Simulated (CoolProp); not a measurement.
Vapour-liquid equilibrium of ethanol (1) + n-hexane (2) at 411.5 K; x and y are mole fractions of (1).

Computed with CoolProp (multi-fluid Helmholtz-energy mixture model, Schroeder 2014 and Thol 2019; pair parameters Bell 2016).

**Question.** Give the bubble pressure and the first vapour's composition at x = 0.5, 0.65, 0.8. Is there an azeotrope?

**Answer.** x = 0.5: 0.9461 MPa, y = 0.516; x = 0.65: 0.9368 MPa, y = 0.582; x = 0.8: 0.8874 MPa, y = 0.691. y crosses x between x = 0.5 and 0.65: the model has an azeotrope there.

The pair parameters rest on a limited set of measurements; away from them the model extrapolates.
